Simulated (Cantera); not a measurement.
An adiabatic, constant-volume homogeneous reactor starts with CH4 : C2H6 : C3H8 : O2 : N2 : CO2 = 1 : 0.065 : 0.28 : 4.3 : 36.9 : 2.2 (molar parts), equivalence ratio 0.84, at 1375 K and 2.90 bar.

Model: GRI-Mech 3.0 (53 species, 325 reactions), integrated in Cantera.

x: mole fraction; the columns are a selection and need not sum to one.

```tsv
t (s)	T (K)	P (bar)	x CH4	x C2H6	x C3H8	x NO	x CH2CO	x H	x HO2
6.00e-6	1375	2.90	0.0223	0.00145	0.00624	<1e-12	1.30e-9	4.30e-7	6.22e-6
1.51e-5	1374	2.90	0.0223	0.00145	0.00619	<1e-12	2.10e-8	6.57e-7	1.42e-5
3.82e-5	1374	2.90	0.0223	0.00146	0.00604	<1e-12	4.02e-7	1.13e-6	1.60e-5
9.62e-5	1375	2.90	0.0221	0.00157	0.00559	<1e-12	4.85e-6	1.44e-6	1.74e-5
0.000243	1383	2.92	0.0213	0.00178	0.00423	5.12e-12	5.68e-5	3.14e-6	3.57e-5
0.000612	2329	4.98	<1e-12	<1e-12	<1e-12	(withheld)	<1e-12	0.000372	2.53e-6
0.00154	2369	5.05	<1e-12	<1e-12	<1e-12	(withheld)	<1e-12	0.000168	1.91e-6
0.00389	2368	5.05	<1e-12	<1e-12	<1e-12	(withheld)	<1e-12	0.000167	1.88e-6
0.00981	2365	5.04	<1e-12	<1e-12	<1e-12	(withheld)	<1e-12	0.000165	1.82e-6
0.0247	2361	5.04	<1e-12	<1e-12	<1e-12	(withheld)	<1e-12	0.000162	1.73e-6
0.0624	2358	5.03	<1e-12	<1e-12	<1e-12	0.00461	<1e-12	0.000160	1.67e-6
0.157	2358	5.03	<1e-12	<1e-12	<1e-12	0.00476	<1e-12	0.000160	1.66e-6
0.397	2358	5.03	<1e-12	<1e-12	<1e-12	0.00476	<1e-12	0.000160	1.66e-6
1.00	2358	5.03	<1e-12	<1e-12	<1e-12	0.00476	<1e-12	0.000160	1.66e-6
```

**Question.** Some entries are withheld; supply them.

**Answer.** 
- 0.000612, x NO: 8.65e-5
- 0.00154, x NO: 0.000320
- 0.00389, x NO: 0.000838
- 0.00981, x NO: 0.00191
- 0.0247, x NO: 0.00352
